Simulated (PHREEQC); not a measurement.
PHREEQC input (ion-association model, wateq4f.dat):

```
SOLUTION_MASTER_SPECIES
  An  An-  0  An  62.0  # stands for a non-complexing anion
SOLUTION_SPECIES
  An- = An-
    -log_k 0
    -gamma 3.0 0
PHASES
  Fix_H+
    H+ = H+
    -log_k 0
SOLUTION 1
  temp 25
  units mmol/kgw
  pH 7 charge
  Cl 0.16
  Ni 0.08
  Na 50
  An 50
END
SELECTED_OUTPUT 1
  -reset false
  -pH true
  -pe true
  -ionic_strength true
  -water true
  -totals Cl Na Ni
  -molalities Hfo_wOH Hfo_wOH2+ Hfo_wO- Hfo_sOH Hfo_sOH2+ Hfo_sO- Hfo_sONi+ Hfo_wONi+
  -saturation_indices Ni(OH)2 Halite
USER_PUNCH 1
  -headings sigma psi
  10 PUNCH EDL("sigma", "Hfo"), EDL("psi", "Hfo")
PRINT
  -reset false
USE solution 1
SURFACE 1
  Hfo_wOH 9.4382e-05 600 0.042
  Hfo_sOH 2.35955e-06
EQUILIBRIUM_PHASES 1
  Fix_H+ -3 HAn 10
    -force_equality true
  O2(g) -0.68 10
END
# ... the last block is repeated for the other 12 points of pH, with NaOH or the acid as the point needs
```

Selected output (columns that matter, 13 of 13 rows; pH added in front):

```
pH	mu	Na	Ni	m_Hfo_wOH	m_Hfo_wOH2+	m_Hfo_wO-	m_Hfo_sOH	m_Hfo_sOH2+	m_Hfo_sO-	m_Hfo_sONi+	si_Ni(OH)2	si_Halite	sigma	psi
3	0.051459	0.05	8e-05	3.3721e-06	9.1007e-05	2.8623e-09	8.4302e-08	2.2752e-06	7.1558e-11	9.8696e-12	-9.2442	-6.8552	0.35718	0.16912
3.67	0.050533	0.05	8e-05	1.1925e-05	8.2417e-05	3.9529e-08	2.9811e-07	2.0603e-06	9.8815e-10	1.9653e-10	-7.902	-6.854	0.32332	0.16448
4.33	0.050328	0.05	7.9997e-05	2.8041e-05	6.6068e-05	2.7264e-07	7.0005e-07	1.6494e-06	6.8066e-09	3.2908e-09	-6.5815	-6.8537	0.25824	0.15308
5	0.050275	0.05	7.9947e-05	4.6223e-05	4.7117e-05	1.0388e-06	1.131e-06	1.1529e-06	2.5418e-08	5.0305e-08	-5.2416	-6.8537	0.18096	0.13498
5.67	0.050256	0.05	7.939e-05	6.0094e-05	3.1632e-05	2.6154e-06	1.1405e-06	6.0031e-07	4.9636e-08	5.6913e-07	-3.9046	-6.8537	0.11555	0.11232
6.33	0.050242	0.05	7.7547e-05	6.7999e-05	2.0733e-05	5.109e-06	3.2416e-07	9.8838e-08	2.4355e-08	1.9122e-06	-2.5949	-6.8536	0.069506	0.087304
7	0.050226	0.050006	7.1645e-05	6.7716e-05	1.1457e-05	9.1688e-06	3.4991e-08	5.9201e-09	4.7378e-09	2.3139e-06	-1.2895	-6.8536	0.040756	0.062801
7.67	0.050211	0.050044	5.4379e-05	4.8352e-05	2.6655e-06	2.0093e-05	6.5862e-09	3.6308e-10	2.7369e-09	2.3499e-06	-0.0704	-6.8532	0.031365	0.051976
8.33	0.050197	0.050078	3.8865e-05	2.1196e-05	3.018e-07	3.4104e-05	1.7364e-09	2.4723e-11	2.7937e-09	2.355e-06	1.0974	-6.8529	0.028069	0.047712
9	0.050197	0.050107	3.1514e-05	6.3808e-06	2.2288e-08	4.1849e-05	4.3965e-10	1.5357e-12	2.8835e-09	2.3562e-06	2.3044	-6.8526	0.025489	0.044178
9.67	0.050228	0.050184	3.0222e-05	2.1347e-06	2.3291e-09	4.4823e-05	1.4309e-10	1.5612e-13	3.0045e-09	2.3564e-06	3.2973	-6.852	0.018972	0.034438
10.33	0.05043	0.050425	3.2108e-05	1.5729e-06	1.1989e-09	4.7272e-05	1.0978e-10	8.368e-14	3.2995e-09	2.3561e-06	3.5681	-6.8502	0.0023664	0.004609
11	0.051416	0.051419	3.5404e-05	1.8916e-06	1.6314e-09	5.0248e-05	1.423e-10	1.2272e-13	3.78e-09	2.3556e-06	3.4017	-6.843	-0.021649	-0.038198
```

Along this series the solution becomes supersaturated in solids that the run did not let form, among them Ni(OH)2. The oxide is taken as insoluble; below pH 4 it would dissolve.
